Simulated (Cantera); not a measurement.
An isothermal, constant-pressure homogeneous reactor starts with C₂H₆ : N₂ = 1 : 6.4 (molar parts), at 1200 K and 20.0 Pa.

Computed with Cantera and GRI-Mech 3.0 (53 species, 325 reactions). GRI-Mech 3.0 stops at C3 and has no aromatics, soot or wall deposition, so with more carbon than oxygen in the feed, carbon stays in small species such as C2H2 where larger ones or solid carbon would form. Radical loss at walls, strong at low pressure, is not modelled.

x: mole fraction; the columns are a selection and need not sum to one.

```
t (s)       x C₂H₆     x HCN     x CH₄     x CH₂      x H₂     x C₂H
--------  --------  --------  --------  --------  --------  --------
0.000700     0.135    <1e-12   1.93e-9    <1e-12  1.76e-11    <1e-12
0.00283      0.135    <1e-12       [?]    <1e-12  7.40e-10    <1e-12
0.0114       0.135    <1e-12   5.04e-7  1.37e-11   7.00e-8    <1e-12
0.0461       0.135    <1e-12   7.78e-6  5.04e-10   5.24e-6    <1e-12
0.186        0.135  9.73e-12  0.000105   9.14e-9  0.000283    <1e-12
0.752        0.127  4.78e-10       [?]       [?]       [?]  1.29e-11
3.04        0.0719   2.83e-9    0.0195   2.91e-7    0.0382  3.53e-10
12.3       0.00469   5.52e-9    0.0526   4.72e-8    0.0830   1.24e-9
49.5      0.000182   5.60e-9    0.0532   1.68e-9     0.101  3.98e-10
200        5.78e-6   5.54e-9    0.0527  8.21e-11     0.111  1.13e-10
```

### Question
Fill in the missing entries.

### Answer

- 0.00283, x CH₄: 3.13e-8
- 0.752, x CH₄: 0.00153
- 0.752, x CH₂: 9.47e-8
- 0.752, x H₂: 0.00541
